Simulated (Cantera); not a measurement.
**Adiabatic ignition**

An adiabatic, constant-volume homogeneous reactor starts with C2H4 : O2 : N2 : H2O = 1 : 2.5 : 9.4 : 0.55 (molar parts), at 1050 K and 21000 Pa.

Model: GRI-Mech 3.0 (53 species, 325 reactions), integrated in Cantera. GRI-Mech 3.0 was tuned for natural gas; its chemistry of ethylene as a main component is partial and can be far from experiment.

```json
[
 {"t (s)": "2.00e-6", "T (K)": "1050", "P (bar)": "0.210", "x C2H4": "0.0743", "x O2": "0.186", "x H2O": "0.0409", "x CH3": "<1e-12", "x OH": "<1e-12"},
 {"t (s)": "6.93e-6", "T (K)": "1050", "P (bar)": "0.210", "x C2H4": "0.0743", "x O2": "0.186", "x H2O": "0.0409", "x CH3": "<1e-12", "x OH": "<1e-12"},
 {"t (s)": "2.40e-5", "T (K)": "1050", "P (bar)": "0.210", "x C2H4": "0.0743", "x O2": "0.186", "x H2O": "0.0409", "x CH3": "<1e-12", "x OH": "<1e-12"},
 {"t (s)": "8.33e-5", "T (K)": "1050", "P (bar)": "0.210", "x C2H4": "0.0743", "x O2": "0.186", "x H2O": "0.0409", "x CH3": "<1e-12", "x OH": "<1e-12"},
 {"t (s)": "0.000289", "T (K)": "1050", "P (bar)": "0.210", "x C2H4": "0.0743", "x O2": "0.186", "x H2O": "0.0409", "x CH3": "4.29e-12", "x OH": "<1e-12"},
 {"t (s)": "0.00100", "T (K)": "1050", "P (bar)": "0.210", "x C2H4": "0.0743", "x O2": "0.186", "x H2O": "0.0409", "x CH3": "2.17e-11", "x OH": "<1e-12"},
 {"t (s)": "0.00347", "T (K)": "1050", "P (bar)": "0.210", "x C2H4": "0.0743", "x O2": "0.186", "x H2O": "0.0409", "x CH3": "1.83e-10", "x OH": "1.02e-12"},
 {"t (s)": "0.0120", "T (K)": "1050", "P (bar)": "0.210", "x C2H4": "0.0743", "x O2": "0.186", "x H2O": "0.0409", "x CH3": "3.29e-8", "x OH": "1.73e-10"},
 {"t (s)": "0.0416", "T (K)": "2751", "P (bar)": "0.594", "x C2H4": "<1e-12", "x O2": "0.0122", "x H2O": "0.131", "x CH3": "<1e-12", "x OH": "0.0189"},
 {"t (s)": "0.144", "T (K)": "2751", "P (bar)": "0.594", "x C2H4": "<1e-12", "x O2": "0.0122", "x H2O": "0.131", "x CH3": "<1e-12", "x OH": "0.0189"},
 {"t (s)": "0.500", "T (K)": "2751", "P (bar)": "0.594", "x C2H4": "<1e-12", "x O2": "0.0122", "x H2O": "0.131", "x CH3": "<1e-12", "x OH": "0.0189"}
]
```
x: mole fraction; the columns are a selection and need not sum to one.

| Property | Result |
|---|---|
| time of steepest temperature rise | 18.0 ms |
| temperature at 0.500 s | 2751 K |
| equilibrium temperature | 2751 K |
| x(C2H4) at 0.500 s | <1e-12 (gas-phase equilibrium <1e-12) |
| x(O2) at 0.500 s | 0.0122 (gas-phase equilibrium 0.0122) |
| x(H2O) at 0.500 s | 0.131 (gas-phase equilibrium 0.131) |
